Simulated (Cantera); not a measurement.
A closed system holds: 1 mol Si, 0.028 mol O2, 26 mol N2, equilibrated at 1698 K.

Cantera equilibrium calculation (NASA polynomials, part measured and part estimated; ideal gas, pure solids and liquids). Candidate condensed phases: Si, SiO2, Si2N2O, Si3N4; 16 gas species. Mutual solubility and eutectic melting of coexisting phases are not modelled. Kinetics and transport are ignored.

Problem. Which condensed phases are stable at each of these points (P (Pa)): 10, 41, 160, 670, 2700, 11000, 45000, 180000, 740000, 3000000?

Solution. 
```tsv
P (Pa)	condensed phases	Si condensed (%)
10	Si(l)	76.5
41	Si(l)	89.9
160	Si3N4(s)	93.3
670	Si3N4(s)	94.3
2700	Si2N2O(s) + Si3N4(s)	97.9
11000	Si2N2O(s) + Si3N4(s)	99.7
45000	Si2N2O(s) + Si3N4(s)	99.9
180000	Si2N2O(s) + Si3N4(s)	100.0
740000	Si2N2O(s) + Si3N4(s)	100.0
3000000	Si2N2O(s) + Si3N4(s)	100.0
```

From 0.000100 bar to 0.000410 bar the condensed part is Si(l). From 0.00160 bar to 0.00670 bar the condensed part is Si3N4(s). From 0.0270 bar to 30.0 bar the condensed part is Si2N2O(s) + Si3N4(s).
